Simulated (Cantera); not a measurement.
A closed system holds: 1 mol AlN, 9 mol N2, 0.018 mol C, equilibrated at 10.0 mbar.

Cantera equilibrium calculation (NASA polynomials, part measured and part estimated; ideal gas, pure solids and liquids). Candidate condensed phases: Al, AlN, C; 16 gas species. Kinetics and transport are ignored.

At 2027 °C, list the 4 most abundant gas species with their mole fractions, and the condensed phases.

N2 0.905, Al 0.0952, CN 0.000161, C2N2 1.91e-5. Condensed: C(graphite).
